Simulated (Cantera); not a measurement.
An adiabatic, constant-volume homogeneous reactor starts with CH4 : O2 : N2 = 1 : 1.43 : 5.37 (molar parts), at 1475 K and 0.260 bar. Integrator tolerance rtol = 1e-08.

Cantera simulation using GRI-Mech 3.0 (53 species, 325 reactions); the numbers are that mechanism's predictions, not measurements.

Question: What does this change do: 0.17 parts CO2 added?

Answer: 
```json
[
 {"quantity": "time of steepest temperature rise", "before": "4.57 ms", "after": "4.73 ms"},
 {"quantity": "temperature at 7.00 s", "before": "2801 K", "after": "2771 K"},
 {"quantity": "equilibrium temperature", "before": "2801 K", "after": "2771 K"},
 {"quantity": "x(CH4) at 7.00 s", "before": "<1e-12 (gas-phase equilibrium <1e-12)", "after": "<1e-12 (gas-phase equilibrium <1e-12)"},
 {"quantity": "x(O2) at 7.00 s", "before": "0.00501 (gas-phase equilibrium 0.00501)", "after": "0.00563 (gas-phase equilibrium 0.00563)"},
 {"quantity": "x(O) at 7.00 s", "before": "0.00524 (gas-phase equilibrium 0.00524)", "after": "0.00495 (gas-phase equilibrium 0.00495)"},
 {"quantity": "x(C2H4) at 7.00 s", "before": "<1e-12 (gas-phase equilibrium <1e-12)", "after": "<1e-12 (gas-phase equilibrium <1e-12)"},
 {"quantity": "x(HCN) at 7.00 s", "before": "7.93e-9 (gas-phase equilibrium 7.93e-9)", "after": "6.70e-9 (gas-phase equilibrium 6.70e-9)"},
 {"quantity": "x(H2O2) at 7.00 s", "before": "9.64e-8 (gas-phase equilibrium 9.64e-8)", "after": "1.00e-7 (gas-phase equilibrium 1.00e-7)"}
]
```

Question: What does this change do: CH4 1 to 0.34 parts?

Answer: 
```csv
quantity,before,after
time of steepest temperature rise,4.57 ms,3.41 ms
temperature at 7.00 s,2801 K,2481 K
equilibrium temperature,2801 K,2481 K
x(CH4) at 7.00 s,<1e-12 (gas-phase equilibrium <1e-12),<1e-12 (gas-phase equilibrium <1e-12)
x(O2) at 7.00 s,0.00501 (gas-phase equilibrium 0.00501),0.0951 (gas-phase equilibrium 0.0951)
x(O) at 7.00 s,0.00524 (gas-phase equilibrium 0.00524),0.00616 (gas-phase equilibrium 0.00616)
x(C2H4) at 7.00 s,<1e-12 (gas-phase equilibrium <1e-12),<1e-12 (gas-phase equilibrium <1e-12)
x(HCN) at 7.00 s,7.93e-9 (gas-phase equilibrium 7.93e-9),6.64e-12 (gas-phase equilibrium 6.64e-12)
x(H2O2) at 7.00 s,9.64e-8 (gas-phase equilibrium 9.64e-8),1.18e-7 (gas-phase equilibrium 1.18e-7)
```
